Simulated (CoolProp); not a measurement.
Vapour-liquid equilibrium of dimethyl ether (1) + R227EA (2) at -68.75 °C; x and y are mole fractions of (1).

Computed with CoolProp (multi-fluid Helmholtz-energy mixture model, Wu 2011 and Lemmon 2016; pair parameters Bell 2016).

```json
[
 {"x": "0.05", "bubble pressure, mixture model (kPa)": "4.862", "bubble pressure, Raoult's law (kPa)": "5.306", "y, mixture model": "0.012", "y, Raoult's law": "0.086"},
 {"x": "0.15", "bubble pressure, mixture model (kPa)": "4.338", "bubble pressure, Raoult's law (kPa)": "5.713", "y, mixture model": "0.072", "y, Raoult's law": "0.241"},
 {"x": "0.25", "bubble pressure, mixture model (kPa)": "3.989", "bubble pressure, Raoult's law (kPa)": "6.120", "y, mixture model": "0.206", "y, Raoult's law": "0.375"},
 {"x": "0.35", "bubble pressure, mixture model (kPa)": "4.001", "bubble pressure, Raoult's law (kPa)": "6.528", "y, mixture model": "0.410", "y, Raoult's law": "0.492"},
 {"x": "0.45", "bubble pressure, mixture model (kPa)": "___", "bubble pressure, Raoult's law (kPa)": "6.935", "y, mixture model": "0.618", "y, Raoult's law": "0.595"},
 {"x": "0.55", "bubble pressure, mixture model (kPa)": "___", "bubble pressure, Raoult's law (kPa)": "7.342", "y, mixture model": "0.776", "y, Raoult's law": "0.687"},
 {"x": "0.65", "bubble pressure, mixture model (kPa)": "6.064", "bubble pressure, Raoult's law (kPa)": "7.749", "y, mixture model": "___", "y, Raoult's law": "0.770"},
 {"x": "0.75", "bubble pressure, mixture model (kPa)": "___", "bubble pressure, Raoult's law (kPa)": "8.156", "y, mixture model": "0.934", "y, Raoult's law": "0.844"},
 {"x": "0.85", "bubble pressure, mixture model (kPa)": "7.937", "bubble pressure, Raoult's law (kPa)": "8.563", "y, mixture model": "0.969", "y, Raoult's law": "0.911"},
 {"x": "0.95", "bubble pressure, mixture model (kPa)": "8.778", "bubble pressure, Raoult's law (kPa)": "8.970", "y, mixture model": "0.992", "y, Raoult's law": "0.972"}
]
```

### Question
Complete the blanks.

### Answer

- 0.45, bubble pressure, mixture model (kPa): 4.415
- 0.55, bubble pressure, mixture model (kPa): 5.150
- 0.65, y, mixture model: 0.875
- 0.75, bubble pressure, mixture model (kPa): 7.022

The largest gap from Raoult's law is -38.7 % in bubble pressure, at x = 0.35. y crosses x between x = 0.25 and 0.35: the model has an azeotrope there.

Pair parameters are fitted to limited data, so mixtures are less certain than the pure fluids.
